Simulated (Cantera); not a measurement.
A closed system holds: 1 mol SiCl4, 0.54 mol H2, 3.4 mol HCl, held at 827 °C and 16500 Torr.

Equilibrium computed with Cantera from the NASA thermochemical tables; the gas is ideal and each condensed phase is pure. Candidate condensed phases: Si; 19 gas species. The tables' values for SiCl3 are old estimates; treat these amounts as uncertain. The numbers say what is thermodynamically allowed, not how fast it happens.

Base state: HCl 0.689, SiCl4 0.202, H2 0.109, SiHCl3 0.000471, SiCl3 1.70e-5 (mole fractions); condensed: gas only.

### Question
What changes in the equilibrium state with this change: H2 from 0.54 to 5.3 mol?

### Answer
```json
[
 {"species": "H2", "before": "0.109", "after": "0.544"},
 {"species": "HCl", "before": "0.689", "after": "0.353"},
 {"species": "SiCl4", "before": "0.202", "after": "0.101"},
 {"species": "SiHCl3", "before": "0.000471", "after": "0.00229"},
 {"species": "SiCl3", "before": "1.70e-5", "after": "3.70e-5"}
]
```

### Question
What changes in the equilibrium state with this change: H2 from 0.54 to 8.9 mol?

### Answer
```tsv
species	before	after
H2	0.109	0.666
HCl	0.689	0.258
SiCl4	0.202	0.0724
SiH2Cl2	1.31e-7	1.25e-5
SiHCl3	0.000471	0.00275
SiCl3	1.70e-5	4.02e-5
```

### Question
What changes in the equilibrium state with this change: SiCl4 replaced by Si?

### Answer
```tsv
species	before	after
H2	0.109	0.660
SiCl4	0.202	0.165
SiHCl3	0.000471	0.145
HCl	0.689	0.0111
SiH2Cl2	1.31e-7	0.0152
SiH3Cl	<1e-9	0.000425
SiCl2	1.99e-8	0.000380
Si(s), mol	0	0.0249
```
